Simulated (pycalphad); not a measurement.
Effect of Hf content in Ti-Hf-B

CALPHAD calculation (pycalphad, COST 507 light-alloy database (1999)), 1 atm. The data set is of 1999 and partly superseded. Amounts are mole fractions of atoms.

```csv
alloy,liquidus (°C),first solid,solidus (°C),phases at 977 °C
Ti-0.36Hf-3.14B (at.%),1602,BCC_A2,1541,"BCC_A2 0.94, BM 0.06"
Ti-1.08Hf-3.14B (at.%),1601,BCC_A2,1541,"BCC_A2 0.94, BM 0.06"
Ti-1.44Hf-3.14B (at.%),1601,BCC_A2,1541,"BCC_A2 0.94, BM 0.06"
Ti-2.16Hf-3.14B (at.%),1600,BCC_A2,1541,"BCC_A2 0.94, BM 0.06"
```

Database names, with the compositions (at.%) that they take in these runs: BM: Ti 50 B 50. BCC_A2 is bcc.
